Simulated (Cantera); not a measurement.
# SiH₂Cl₂ + Cl₂ + N₂ (silicon epitaxy and polysilicon growth)

Feed: 1 mol SiH₂Cl₂, 0.045 mol Cl₂, 3.1 mol N₂, at 1325 K.

Cantera equilibrium calculation (NASA polynomials, part measured and part estimated; ideal gas, pure solids and liquids). Candidate condensed phases: NH₄Cl, Si, Si₃N₄; 28 gas species. N₂ is the only nitrogen source here; it is nearly inert below about 1500 K, so the nitride shown seldom forms there in practice. The tables' values for SiCl₃ are old estimates; treat these amounts as uncertain. Rates play no part.

```tsv
P (Pa)	log p N₂	log p HCl	log p H₂	log p SiCl₄	log p SiCl₂	log p SiCl₃	n Si₃N₄(s)
100	-3.24	-3.55	-4.11	-4.78	-4.42	-4.96	0.233
260	-2.82	-3.13	-3.69	-4.18	-4.26	-4.58	0.247
670	-2.41	-2.72	-3.27	-3.65	-4.13	-4.26	0.255
1700	-2.00	-2.32	-2.85	-3.18	-4.03	-3.97	0.257
4500	-1.58	-1.91	-2.40	-2.70	-3.93	-3.69	0.257
12000	-1.15	-1.49	-1.95	-2.24	-3.84	-3.41	0.255
30000	-0.75	-1.11	-1.53	-1.81	-3.76	-3.16	0.252
77000	-0.34	-0.72	-1.10	-1.38	-3.68	-2.90	0.249
200000	0.07	-0.32	-0.67	-0.94	-3.60	-2.64	0.245
```
log p: log10 of the partial pressure in bar; n: condensed amount in mol.

From 0.00100 bar to 2.00 bar the condensed part is Si₃N₄(s). The main Si-bearing gas is SiCl₂ at 0.00100 bar and SiCl₄ at 2.00 bar. The share of Si in condensed phases is highest at 0.0170 bar (77.2 %) and lowest at 0.00100 bar (69.8 %).
